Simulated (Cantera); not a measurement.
Cantera run, input and output.

```python
import numpy as np
import cantera as ct

gas = ct.Solution("gri30.yaml")
gas.TPX = 1025, 100000, {'C3H8': 1, 'O2': 3.12, 'N2': 11.8}
reactor = ct.IdealGasReactor(gas, energy="on", clone=False)
net = ct.ReactorNet([reactor])
net.rtol, net.atol = 1e-08, 1e-16
show = ['C3H8', 'O2', 'C2H', 'H2O2', 'N2O']
times = np.geomspace(5e-06, 8, 10)

steps = ct.SolutionArray(gas, extra=["t"])
rows = []
print(f"{'t/s':>10s}{'T/K':>9s}{'P/Pa':>11s}" + "".join(f"{s:>11s}" for s in show))
for t in times:
    while net.time < t:
        t_next = net.step()
        steps.append(gas.state, t=t_next)
    rows.append([np.interp(t, steps.t, y) for y in (steps.T, steps.P, *steps(*show).X.T)])
    print(f"{t:10.3e}{rows[-1][0]:9.1f}{rows[-1][1]:11.4g}" + "".join(f"{x:11.3e}" for x in rows[-1][2:]))
rate = np.gradient(steps.T, steps.t)
print("integrator steps:", len(steps.t))
if steps.T.max() > steps.T[0] + 200:
    print(f"time of steepest temperature rise: {steps.t[rate.argmax()]:.4e} s")
gas.TPX = 1025, 100000, {'C3H8': 1, 'O2': 3.12, 'N2': 11.8}
gas.equilibrate("UV")
print(f"equilibrium (UV): T = {gas.T:.1f} K  " + "  ".join(f"{s} {gas[s].X[0]:.3e}" for s in show))
```

Result:

```
       t/s      T/K       P/Pa       C3H8         O2        C2H       H2O2        N2O
 5.000e-06   1025.0      1e+05  6.281e-02  1.960e-01  2.964e-33  3.545e-12  1.907e-18
 2.445e-05   1025.0      1e+05  6.281e-02  1.960e-01  5.120e-31  1.650e-10  7.446e-17
 1.196e-04   1025.0      1e+05  6.281e-02  1.960e-01  1.451e-28  4.682e-09  2.052e-15
 5.848e-04   1025.0      1e+05  6.281e-02  1.960e-01  1.828e-25  1.002e-07  4.484e-14
 2.860e-03   1025.0      1e+05  6.279e-02  1.960e-01  3.943e-22  9.748e-07  5.277e-13
 1.399e-02   1024.9      1e+05  6.265e-02  1.959e-01  3.819e-20  2.199e-06  2.752e-12
 6.840e-02   1024.7  1.001e+05  6.180e-02  1.956e-01  2.017e-18  3.566e-06  1.654e-11
 3.345e-01   2752.5    3.2e+05  9.233e-35  3.339e-04  2.986e-16  4.926e-08  1.085e-07
 1.636e+00   2752.5    3.2e+05  9.233e-35  3.339e-04  2.986e-16  4.926e-08  1.085e-07
 8.000e+00   2752.5    3.2e+05  9.233e-35  3.339e-04  2.986e-16  4.926e-08  1.085e-07
integrator steps: 2579
time of steepest temperature rise: 3.1944e-01 s
equilibrium (UV): T = 2752.5 K  C3H8 1.255e-34  O2 3.339e-04  C2H 3.207e-16  H2O2 4.926e-08  N2O 1.085e-07
```

Detailed kinetics in Cantera: GRI-Mech 3.0 (53 species, 325 reactions). GRI-Mech 3.0 was tuned for natural gas; its chemistry of propane as a main component is partial and can be far from experiment.
